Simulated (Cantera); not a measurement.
A closed system holds: 1 mol SiO2, 2.8 mol C, 0.18 mol CO, held at 1.00 Torr.

Cantera equilibrium calculation (NASA polynomials, part measured and part estimated; ideal gas, pure solids and liquids). Candidate condensed phases: C, Si, SiC, SiO2; 20 gas species. Mutual solubility and eutectic melting of coexisting phases are not modelled. The tables hold silica as quartz up to 1696 K and as liquid above; real silica turns to tridymite and cristobalite and melts near 1996 K. The numbers say what is thermodynamically allowed, not how fast it happens.

Q: Which condensed phases are stable at each of these points (T (K)): 1223, 1273, 1323, 1373, 1423, 1473, 1523, 1573?

A: 
```json
[
 {"T (K)": "1223", "condensed phases": "C(graphite) + SiO2(β-quartz)", "Si condensed (%)": "100.0"},
 {"T (K)": "1273", "condensed phases": "C(graphite) + SiO2(β-quartz)", "Si condensed (%)": "100.0"},
 {"T (K)": "1323", "condensed phases": "C(graphite) + SiO2(β-quartz)", "Si condensed (%)": "100.0"},
 {"T (K)": "1373", "condensed phases": "SiC(s) + SiO2(β-quartz)", "Si condensed (%)": "99.5"},
 {"T (K)": "1423", "condensed phases": "SiC(s) + SiO2(β-quartz)", "Si condensed (%)": "97.8"},
 {"T (K)": "1473", "condensed phases": "SiC(s) + SiO2(β-quartz)", "Si condensed (%)": "90.7"},
 {"T (K)": "1523", "condensed phases": "SiC(s)", "Si condensed (%)": "90.0"},
 {"T (K)": "1573", "condensed phases": "SiC(s)", "Si condensed (%)": "90.0"}
]
```

From 1223 K to 1323 K the condensed part is C(graphite) + SiO2(β-quartz). From 1373 K to 1473 K the condensed part is SiC(s) + SiO2(β-quartz). From 1523 K to 1573 K the condensed part is SiC(s).
